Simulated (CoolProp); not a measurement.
R113 along the isobar 2.94 MPa: fugacity coefficient from the reference equation and from simpler models built on Tc = 214.1 °C, pc = 3.392 MPa, ω = 0.253; each cubic takes its own stable root.

Computed with CoolProp (reference Helmholtz-energy equation of state, Marx 1992).

```json
[
 {"T (°C)": "66.85", "phase": "liquid", "reference": "0.06674"},
 {"T (°C)": "89.65", "phase": "liquid", "reference": "0.1183"},
 {"T (°C)": "112.55", "phase": "liquid", "reference": "0.1918"},
 {"T (°C)": "135.35", "phase": "liquid", "reference": "0.2881"},
 {"T (°C)": "158.25", "phase": "liquid", "reference": "0.4068"},
 {"T (°C)": "181.15", "phase": "liquid", "reference": "0.5433"},
 {"T (°C)": "226.85", "phase": "gas", "reference": "0.7402"}
]
```

Question: How far does each simpler model (Redlich-Kwong, Soave-Redlich-Kwong) lie from the reference over these 7 states: mean and median of the absolute difference, and the worst?

Answer: 
- Redlich-Kwong: mean 24.1 %, median 21.0 %, worst +55.1 % at 66.85 °C and 2.94 MPa
- Soave-Redlich-Kwong: mean 1.5 %, median 1.6 %, worst +2.1 % at 135.35 °C and 2.94 MPa
